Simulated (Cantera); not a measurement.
An isothermal, constant-pressure homogeneous reactor starts with CH₂O : O₂ : N₂ = 0.0077 : 0.0095 : 1 (molar parts), at 1125 K and 7.80 atm. Integrator tolerance rtol = 1e-08.

Computed with Cantera and GRI-Mech 3.0 (53 species, 325 reactions).

Question: What does this change do: O2 0.0095 to 0.0035 parts?

Answer: 
```csv
quantity,before,after
x(CH₂O) at 20.0 s,<1e-12 (gas-phase equilibrium <1e-12),5.66e-11 (gas-phase equilibrium 6.86e-11)
x(O₂) at 20.0 s,0.00177 (gas-phase equilibrium 0.00176),1.87e-11 (gas-phase equilibrium <1e-12)
x(C₂H₄) at 20.0 s,<1e-12 (gas-phase equilibrium <1e-12),<1e-12 (gas-phase equilibrium <1e-12)
x(CH₄) at 20.0 s,<1e-12 (gas-phase equilibrium <1e-12),3.21e-8 (gas-phase equilibrium 8.93e-9)
x(H₂O) at 20.0 s,0.00757 (gas-phase equilibrium 0.00757),0.00521 (gas-phase equilibrium 0.00354)
x(N₂O) at 20.0 s,4.22e-9 (gas-phase equilibrium 2.53e-9),2.04e-12 (gas-phase equilibrium <1e-12)
```
